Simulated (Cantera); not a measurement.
A closed system holds: 1 mol SiH4, 1.2 mol NH3, at 1452 °C and 10.0 Pa.

Method: chemical equilibrium by Gibbs-energy minimisation in Cantera with the NASA 1993 tables (ideal gas, pure condensed phases). Candidate condensed phases: Si, Si3N4; 18 gas species. The tables' values for SiN are old estimates; treat these amounts as uncertain. Gases not in the tables: Si2H6 and higher silanes. The numbers say what is thermodynamically allowed, not how fast it happens.

Base state: H2 0.839, N2 0.134, H 0.0170, Si 0.0102, SiH 0.000133, Si2 4.84e-5, Si2N 3.63e-5, SiN 2.07e-5 (mole fractions); condensed: Si(l).

What changes in the equilibrium state with this change: pressure from 10.0 Pa to 20.0 Pa?


```csv
species,before,after
H2,0.839,0.848
N2,0.134,0.135
H,0.0170,0.0121
Si,0.0102,0.00508
Si2,4.84e-5,2.42e-5
Si3,1.20e-5,6.01e-6
Si2N,3.63e-5,2.58e-5
"Si(l), mol",0.953,0.976
```
